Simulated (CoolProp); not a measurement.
Vapour-liquid equilibrium of benzene (1) + toluene (2) at 329 K; x and y are mole fractions of (1).

Values from CoolProp's multi-fluid Helmholtz-energy mixture model, Thol 2012 and Lemmon 2006; pair parameters Bell 2016.

**Question.** Give the bubble pressure and the first vapour's composition at x = 0.05, 0.65, 0.85. Is there an azeotrope?

**Answer.** x = 0.05: 0.1712 bar, y = 0.129; x = 0.65: 0.3467 bar, y = 0.840; x = 0.85: 0.4057 bar, y = 0.941. No azeotrope shows between x = 0.05 and 0.95.

The pair parameters rest on a limited set of measurements; away from them the model extrapolates.
